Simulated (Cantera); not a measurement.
N2O furnace oxynitridation

An isothermal, constant-pressure homogeneous reactor starts with 74.1 % N₂O, 25.9 % N₂, at 1350 K and 100.0 Torr.

Cantera simulation using GRI-Mech 3.0 (53 species, 325 reactions); the numbers are that mechanism's predictions, not measurements. GRI-Mech 3.0 was tuned for natural gas; its chemistry of N2O as a main component is partial and can be far from experiment. The mechanism lacks the step 2 NO + O2 → 2 NO2, which can matter for NO2 below about 1400 K. The temperature is held fixed by assumption; the heat of reaction is taken as removed at once.

```json
[
 {"t (s)": "0.000400", "x N₂O": "0.740", "x NO": "4.70e-5", "x NO₂": "6.93e-10", "x O": "1.42e-5", "x N₂": "0.259", "x O₂": "0.000113"},
 {"t (s)": "0.00133", "x N₂O": "0.739", "x NO": "0.000168", "x NO₂": "8.64e-9", "x O": "1.42e-5", "x N₂": "0.260", "x O₂": "0.000403"},
 {"t (s)": "0.00443", "x N₂O": "0.736", "x NO": "0.000568", "x NO₂": "9.24e-8", "x O": "1.42e-5", "x N₂": "0.262", "x O₂": "0.00136"},
 {"t (s)": "0.0147", "x N₂O": "0.726", "x NO": "0.00188", "x NO₂": "8.22e-7", "x O": "1.42e-5", "x N₂": "0.268", "x O₂": "0.00452"},
 {"t (s)": "0.0490", "x N₂O": "0.692", "x NO": "0.00609", "x NO₂": "5.03e-6", "x O": "1.42e-5", "x N₂": "0.287", "x O₂": "0.0146"},
 {"t (s)": "0.163", "x N₂O": "0.594", "x NO": "0.0184", "x NO₂": "1.94e-5", "x O": "1.41e-5", "x N₂": "0.343", "x O₂": "0.0443"},
 {"t (s)": "0.543", "x N₂O": "0.371", "x NO": "0.0461", "x NO₂": "5.38e-5", "x O": "1.37e-5", "x N₂": "0.471", "x O₂": "0.112"},
 {"t (s)": "1.81", "x N₂O": "0.0974", "x NO": "0.0785", "x NO₂": "9.85e-5", "x O": "1.13e-5", "x N₂": "0.629", "x O₂": "0.195"},
 {"t (s)": "6.01", "x N₂O": "0.00443", "x NO": "0.0862", "x NO₂": "0.000155", "x O": "2.23e-6", "x N₂": "0.684", "x O₂": "0.225"},
 {"t (s)": "20.0", "x N₂O": "4.45e-6", "x NO": "0.0860", "x NO₂": "0.000289", "x O": "5.56e-7", "x N₂": "0.687", "x O₂": "0.227"}
]
```
x: mole fraction; the columns are a selection and need not sum to one.

Equilibrium at this temperature and pressure: N₂O 1.35e-8, NO 0.000594, NO₂ 2.18e-6, O 6.04e-7, N₂ 0.729, O₂ 0.270 (gas phase only).
